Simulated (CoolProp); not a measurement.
The fluid at 293.15 K and 0.0211 MPa is compressed adiabatically to 0.103 MPa with isentropic efficiency 0.7. The same conditions are run with several fluids, on thermodynamics alone (safety and materials aside).

Values from CoolProp's reference Helmholtz-energy equation of state of each fluid (R124: de Vries 1995; R365MFC: Lemmon 2016; c-C4F8 (RC318): Platzer 1990; dry air: Lemmon 2000; carbon dioxide: Span 1996). The equations of Platzer and Polt are older, rougher fits. Blends and air are pseudo-pure fits.

| fluid | work (kJ/kg) | final temperature (K) | final density (kg/m³) |
|---|---|---|---|
| R124 | 42.8 | 350.6 | 4.90 |
| R365MFC | 38.2 | 332.7 | 5.72 |
| c-C4F8 (RC318) | 28.4 | 329.5 | 7.69 |
| dry air | 241 | 530.1 | 0.677 |
| carbon dioxide | 149 | 456.5 | 1.20 |
